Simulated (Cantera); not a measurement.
Charge: 1 mol FeS2, 0.64 mol O2, equilibrated at 700 K and 100000 Pa.

These are equilibrium values from Cantera (NASA tables, ideal gas, pure condensed phases), not measurements of a reactor. Candidate condensed phases: Fe, FeO, FeS, FeSO4, FeS2, Fe2O3, Fe2(SO4)3, Fe3O4, S; 12 gas species. The numbers say what is thermodynamically allowed, not how fast it happens.

Base state: SO2 1.000, S2 9.72e-5, S2O 7.00e-5 (mole fractions); condensed: FeS2(s) + Fe2O3(s).

Question: What changes in the equilibrium state with this change: temperature from 700 K to 1400 K?

Answer: 
```json
[
 {"species": "SO2", "before": "1.000", "after": "0.774"},
 {"species": "S2", "before": "9.72e-5", "after": "0.209"},
 {"species": "S2O", "before": "7.00e-5", "after": "0.0139"},
 {"species": "SO", "before": "1.24e-8", "after": "0.00255"},
 {"species": "FeS2(s), mol", "before": "0.767", "after": "0"},
 {"species": "Fe2O3(s), mol", "before": "0.116", "after": "0"},
 {"species": "FeS(s), mol", "before": "0", "after": "1.00"}
]
```
FeS: taken at fixed stoichiometry.

Question: What changes in the equilibrium state with this change: temperature from 700 K to 1625 K?

Answer: 
```json
[
 {"species": "SO2", "before": "1.000", "after": "0.769"},
 {"species": "S2", "before": "9.72e-5", "after": "0.207"},
 {"species": "S2O", "before": "7.00e-5", "after": "0.0131"},
 {"species": "SO", "before": "1.24e-8", "after": "0.0107"},
 {"species": "S", "before": "<1e-9", "after": "7.07e-5"},
 {"species": "FeS2(s), mol", "before": "0.767", "after": "0"},
 {"species": "Fe2O3(s), mol", "before": "0.116", "after": "0"},
 {"species": "FeS(l), mol", "before": "0", "after": "1.00"}
]
```
FeS: taken at fixed stoichiometry.

Question: What changes in the equilibrium state with this change: FeS2 replaced by MgCO3?

Answer: 
```tsv
species	before	after
CO2	0	0.610
O2	<1e-9	0.390
SO2	1.000	0
S2	9.72e-5	0
S2O	7.00e-5	0
FeS2(s), mol	0.767	0
Fe2O3(s), mol	0.116	0
MgO(s), mol	0	1.00
```
Further candidate phases: C, Mg, MgCO3, MgO.
